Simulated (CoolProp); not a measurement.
Computed with CoolProp (reference Helmholtz-energy equation of state, Leachman 2009).

Give the vapour pressure (MPa), liquid density (kg/m³), vapour density (kg/m³), enthalpy of vaporisation (kJ/kg) of saturated normal hydrogen at -247.65, -246.75, -241.85 °C.


| T (°C) | p (MPa) | liquid density (kg/m³) | vapour density (kg/m³) | enthalpy of vaporisation (kJ/kg) |
|---|---|---|---|---|
| -247.65 | 0.356 | 63.9 | 4.31 | 402 |
| -246.75 | 0.426 | 62.4 | 5.16 | 388 |
| -241.85 | 0.986 | 50.3 | 13.8 | 247 |
